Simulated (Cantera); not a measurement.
Cantera run, input and output.

```python
import numpy as np
import cantera as ct

gas = ct.Solution("gri30.yaml")
gas.TPX = 1798, 1000000, {'CH4': 1, 'O2': 6.06, 'N2': 22.8, 'H2O': 1.8}
reactor = ct.IdealGasConstPressureReactor(gas, energy="on", clone=False)
net = ct.ReactorNet([reactor])
net.rtol, net.atol = 1e-08, 1e-16
show = ['CH4', 'O2', 'CH2O', 'H2', 'CH2CO', 'H']
times = np.geomspace(3e-06, 9, 16)

steps = ct.SolutionArray(gas, extra=["t"])
rows = []
print(f"{'t/s':>10s}{'T/K':>9s}{'P/Pa':>11s}" + "".join(f"{s:>11s}" for s in show))
for t in times:
    while net.time < t:
        t_next = net.step()
        steps.append(gas.state, t=t_next)
    rows.append([np.interp(t, steps.t, y) for y in (steps.T, steps.P, *steps(*show).X.T)])
    print(f"{t:10.3e}{rows[-1][0]:9.1f}{rows[-1][1]:11.4g}" + "".join(f"{x:11.3e}" for x in rows[-1][2:]))
rate = np.gradient(steps.T, steps.t)
print("integrator steps:", len(steps.t))
if steps.T.max() > steps.T[0] + 200:
    print(f"time of steepest temperature rise: {steps.t[rate.argmax()]:.4e} s")
gas.TPX = 1798, 1000000, {'CH4': 1, 'O2': 6.06, 'N2': 22.8, 'H2O': 1.8}
gas.equilibrate("HP")
print(f"equilibrium (HP): T = {gas.T:.1f} K  " + "  ".join(f"{s} {gas[s].X[0]:.3e}" for s in show))
```

Output:

```
       t/s      T/K       P/Pa        CH4         O2       CH2O         H2      CH2CO          H
 3.000e-06   1797.7      1e+06  3.134e-02  1.913e-01  4.754e-05  2.323e-05  1.645e-09  9.308e-07
 8.108e-06   1803.6      1e+06  2.920e-02  1.899e-01  6.273e-04  3.572e-04  1.659e-06  1.081e-05
 2.191e-05   2363.2      1e+06  7.545e-15  1.268e-01  1.205e-11  9.394e-04  1.755e-15  3.840e-04
 5.923e-05   2412.0      1e+06  8.556e-16  1.264e-01  1.021e-12  3.991e-04  4.511e-17  1.074e-04
 1.601e-04   2411.8      1e+06  1.342e-17  1.263e-01  1.000e-12  3.980e-04  6.943e-19  1.069e-04
 4.327e-04   2411.1      1e+06  1.162e-19  1.262e-01  9.935e-13  3.968e-04  2.214e-22  1.064e-04
 1.169e-03   2409.2      1e+06  1.161e-19  1.257e-01  9.773e-13  3.937e-04  3.458e-22  1.051e-04
 3.161e-03   2404.7      1e+06  1.095e-19  1.246e-01  9.392e-13  3.864e-04  3.182e-22  1.019e-04
 8.543e-03   2396.1      1e+06  9.779e-20  1.225e-01  8.708e-13  3.729e-04  2.700e-22  9.606e-05
 2.309e-02   2387.6      1e+06  8.722e-20  1.204e-01  8.079e-13  3.600e-04  2.284e-22  9.063e-05
 6.240e-02   2385.7      1e+06  8.489e-20  1.199e-01  7.938e-13  3.570e-04  2.195e-22  8.940e-05
 1.687e-01   2385.6      1e+06  8.486e-20  1.199e-01  7.937e-13  3.570e-04  2.194e-22  8.938e-05
 4.558e-01   2385.6      1e+06  8.486e-20  1.199e-01  7.937e-13  3.570e-04  2.194e-22  8.938e-05
 1.232e+00   2385.6      1e+06  8.486e-20  1.199e-01  7.937e-13  3.570e-04  2.194e-22  8.938e-05
 3.330e+00   2385.6      1e+06  8.486e-20  1.199e-01  7.937e-13  3.570e-04  2.194e-22  8.938e-05
 9.000e+00   2385.6      1e+06  8.486e-20  1.199e-01  7.937e-13  3.570e-04  2.194e-22  8.938e-05
integrator steps: 1533
time of steepest temperature rise: 1.4478e-05 s
equilibrium (HP): T = 2385.6 K  CH4 1.272e-19  O2 1.199e-01  CH2O 7.937e-13  H2 3.570e-04  CH2CO 3.181e-22  H 8.938e-05
```

Cantera simulation using GRI-Mech 3.0 (53 species, 325 reactions); the numbers are that mechanism's predictions, not measurements.
